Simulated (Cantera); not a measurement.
Input (Python, Cantera) and output of one run.

```python
import numpy as np
import cantera as ct

gas_names = """
    CL CL2 N N2 Si SiCL SiCL2 SiCL3 SiCL4 SiN Si2 Si2N Si3
""".split()
cond_names = """
    Si(cr) Si(L) Si3N4(a)
""".split()


# ... load() reads the species with a 1 bar reference pressure and builds the phases ...
atoms = {
    'Si2Cl6': {'Si': 2, 'CL': 6},
    'N2': {'N': 2},
}
top_T = {'Si3N4(a)': 2400}  # K; cautious upper limits of use, not melting points


# ... equilibrate(T, P, feed) seeds the gas with the atoms and calls Mixture.equilibrate('TP', solver="vcs", rtol=1e-11, max_steps=5000) ...
results = []
feed = {'Si2Cl6': 1, 'N2': 13}  # mol
T = 900  # K
P = 320  # Pa
mix = equilibrate(T, P, feed)
results.append((T, P, feed, dict(zip(mix.species_names, mix.species_moles))))
x = sorted(zip(gas.X, gas.species_names), reverse=True)
print(f"T = {T:g} K  P = {P:g} Pa  gas = {mix.phase_moles(0):.4g} mol")
print("   x: " + "  ".join(f"{s} {v:.3e}" for v, s in x if v > 0.001))
print("   condensed (mol): " + ("  ".join(f"{mix.phase(i).name} {mix.phase_moles(i):.4g}"
      for i in range(1, mix.n_phases) if mix.phase_moles(i) > 1e-12) or "none"))
```

Output:

```
T = 900 K  P = 320 Pa  gas = 14.17 mol
   x: N2 8.941e-01  SiCL4 1.059e-01
   condensed (mol): Si3N4(a) 0.1666
```

Method: chemical equilibrium by Gibbs-energy minimisation in Cantera with the NASA 1993 tables (ideal gas, pure condensed phases). The feed counts by its element totals alone. N2 is the only nitrogen source here; it is nearly inert below about 1500 K, so the nitride shown seldom forms there in practice. The tables' values for SiCl3 are old estimates; treat these amounts as uncertain.
